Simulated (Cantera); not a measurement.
## Chlorosilane synthesis and conversion: SiCl4 + H2 + HCl

Input: 1 mol SiCl4, 0.71 mol H2, 0.6 mol HCl, equilibrated at 550 K and 1600000 Pa.

Equilibrium computed with Cantera from the NASA thermochemical tables; the gas is ideal and each condensed phase is pure. Candidate condensed phases: Si; 19 gas species. Kinetics and transport are ignored.

The x(SiCl4) is 0.433, the x(H2) is 0.307 and the x(HCl) is 0.260. The x(SiHCl3) comes out as 3.88e-6 and the gas amount is 2.310 mol. The log10 activity of Si(s) (absent) comes out as -19.15.
